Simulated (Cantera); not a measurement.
What does this Cantera script print?

```python
import numpy as np
import cantera as ct

gas_names = [...]  # 87 gases of nasa_gas.yaml made of C, H, Si
cond_names = """
    C(gr) C6H6(L) C7H8(L) C8H18(L),n-octa Si(cr) Si(L) SiC(b)
""".split()


# ... load() reads the species with a 1 bar reference pressure and builds the phases ...
atoms = {
    'SiH4': {'Si': 1, 'H': 4},
    'CH4': {'C': 1, 'H': 4},
    'H2': {'H': 2},
}
top_T = {'C(gr)': 4500, 'SiC(b)': 3050}  # K; cautious upper limits of use, not melting points


# ... equilibrate(T, P, feed) seeds the gas with the atoms and calls Mixture.equilibrate('TP', solver="vcs", rtol=1e-11, max_steps=5000) ...
results = []
feed = {'SiH4': 1, 'CH4': 0.55, 'H2': 3.1}  # mol
P = 2300  # Pa
for T in [1225, 1325, 1425, 1525, 1625, 1725, 1825, 1925, 2025, 2125, 2225, 2325]:
    mix = equilibrate(T, P, feed)
    results.append((T, P, feed, dict(zip(mix.species_names, mix.species_moles))))
    x = sorted(zip(gas.X, gas.species_names), reverse=True)
    print(f"T = {T:g} K  P = {P:g} Pa  gas = {mix.phase_moles(0):.4g} mol")
    print("   x: " + "  ".join(f"{s} {v:.3e}" for v, s in x if v > 0.0001))
    print("   condensed (mol): " + ("  ".join(f"{mix.phase(i).name} {mix.phase_moles(i):.4g}"
          for i in range(1, mix.n_phases) if mix.phase_moles(i) > 1e-12) or "none"))
```

Output:

```
T = 1225 K  P = 2300 Pa  gas = 6.2 mol
   x: H2 1.000e+00
   condensed (mol): Si(cr) 0.45  SiC(b) 0.55
T = 1325 K  P = 2300 Pa  gas = 6.2 mol
   x: H2 1.000e+00
   condensed (mol): Si(cr) 0.45  SiC(b) 0.55
T = 1425 K  P = 2300 Pa  gas = 6.2 mol
   x: H2 1.000e+00
   condensed (mol): Si(cr) 0.45  SiC(b) 0.55
T = 1525 K  P = 2300 Pa  gas = 6.2 mol
   x: H2 9.998e-01  H 1.560e-04
   condensed (mol): Si(cr) 0.45  SiC(b) 0.55
T = 1625 K  P = 2300 Pa  gas = 6.201 mol
   x: H2 9.995e-01  H 4.651e-04
   condensed (mol): Si(cr) 0.4499  SiC(b) 0.55
T = 1725 K  P = 2300 Pa  gas = 6.204 mol
   x: H2 9.987e-01  H 1.224e-03
   condensed (mol): Si(L) 0.4496  SiC(b) 0.55
T = 1825 K  P = 2300 Pa  gas = 6.21 mol
   x: H2 9.968e-01  H 2.899e-03  Si 1.977e-04
   condensed (mol): Si(L) 0.4483  SiC(b) 0.55
T = 1925 K  P = 2300 Pa  gas = 6.225 mol
   x: H2 9.928e-01  H 6.281e-03  Si 7.565e-04
   condensed (mol): Si(L) 0.4441  SiC(b) 0.5499
T = 2025 K  P = 2300 Pa  gas = 6.257 mol
   x: H2 9.844e-01  H 1.259e-02  Si 2.531e-03  SiH 2.438e-04  SiH2 1.203e-04
   condensed (mol): Si(L) 0.431  SiC(b) 0.5495
T = 2125 K  P = 2300 Pa  gas = 6.327 mol
   x: H2 9.676e-01  H 2.355e-02  Si 7.547e-03  SiH 5.795e-04  Si2C 3.391e-04  SiH2 2.005e-04  Si2 1.037e-04
   condensed (mol): Si(L) 0.3936  SiC(b) 0.5477
T = 2225 K  P = 2300 Pa  gas = 6.481 mol
   x: H2 9.350e-01  H 4.130e-02  Si 2.037e-02  Si2C 1.301e-03  SiH 1.260e-03  Si2 3.424e-04  SiH2 3.130e-04
   condensed (mol): Si(L) 0.2943  SiC(b) 0.5407
T = 2325 K  P = 2300 Pa  gas = 6.824 mol
   x: H2 8.729e-01  H 6.777e-02  Si 5.043e-02  Si2C 4.425e-03  SiH 2.511e-03  Si2 1.017e-03  SiH2 4.526e-04  Si3 1.883e-04  SiC2 1.795e-04  C2H2,acetylene 1.010e-04
   condensed (mol): Si(L) 0.04035  SiC(b) 0.516
```

Cantera equilibrium calculation (NASA polynomials, part measured and part estimated; ideal gas, pure solids and liquids). Mutual solubility and eutectic melting of coexisting phases are not modelled. Gases not in the tables: Si2H6 and higher silanes.
